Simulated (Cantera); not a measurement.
Gas mixture: C3H8 : C2H4 = 0.75 : 0.3 (molar parts), at 0.898 atm, frozen composition.

Cantera's kinetic-theory transport with the Lennard-Jones parameters of GRI-Mech 3.0, ideal gas; thermal conductivity in the multicomponent form. The composition is frozen, though it would react at the higher temperatures.

One state of this run: ρ (kg/m³) = 0.509; cp (J/kg/K) = 3522; μ (µPa s) = 21.4; λ (mW/m/K) = 98.9; Pr = 0.764; D (cm²/s) CH3 = 0.989; D (cm²/s) NH3 = 1.00; D (cm²/s) O = 1.34. D: mixture-averaged diffusion coefficient of that species in the mixture.

**Question.** Which value of T (K) does it belong to?
(A) 850
(B) 700
(C) 1300
(D) 1150

**Answer.** A, 850
